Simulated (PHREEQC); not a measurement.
Dissolve 4.6 mol/kgw NaBr and 0.0013 mol/kgw H4SiO4 at 20 °C. It is in equilibrium with CO2 at log p = -3.4 (atm). Otherwise closed; pH follows from the charge balance.

Computed with PHREEQC (Pitzer model, pitzer.dat).

| Item | Result |
|---|---|
| pH | 4.96 |
| ionic strength | 4.60 mol/kgw |
| activity of water | 0.813 |
| density | 1.311 g/cm³ |
| osmotic coefficient | 1.249 |

| species | molality | activity | log γ |
|---|---|---|---|
| Br- | 4.60 | 3.24 | -0.153 |
| Na+ | 4.60 | 6.52 | 0.152 |
| H4SiO4 | 0.00130 | 0.00224 | 0.236 |
| CO2 | 7.13e-6 | 1.56e-5 | 0.340 |
| H+ | 2.19e-6 | 1.08e-5 | 0.695 |
| HCO3- | 2.08e-6 | 4.97e-7 | -0.621 |
| H3SiO4- | 1.14e-7 | 2.54e-8 | -0.651 |

Precipitation was switched off in this run. Examples of supersaturated solids here: SiO2(a). Others may be too. In brines, pH and single-ion activities rest on the MacInnes convention.
